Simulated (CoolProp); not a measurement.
A simple Rankine cycle with R152A: condensing at 295.15 K, boiler at 2.37 MPa, turbine inlet 358.6 K, turbine efficiency 0.9, pump efficiency 0.7, no recuperator. Each further row changes one setting.

Values from CoolProp's reference Helmholtz-energy equation of state, Outcalt 1996. It is a modified Benedict-Webb-Rubin equation, recast in Helmholtz form.

| case | thermal efficiency (%) | net work (kJ/kg) | heat in (kJ/kg) | turbine exit temperature (K) | volume ratio over the turbine |
|---|---|---|---|---|---|
| as stated | 12.2 | 38.2 | 312 | 295.1 | 4.48 |
| turbine inlet 378.6 K | 12.7 | 44.2 | 347 | 311.8 | 4.26 |
| condensing temperature 287.15 K | 13.8 | 44.9 | 326 | 287.2 | 5.68 |
| boiler pressure 1.66 MPa | 10.0 | 33.6 | 334 | 309.8 | 2.96 |
| turbine efficiency 0.8 | 10.8 | 33.6 | 312 | 295.1 | 4.55 |

The expansion ends wet for: as stated; condensing temperature 287.15 K; turbine efficiency 0.8.
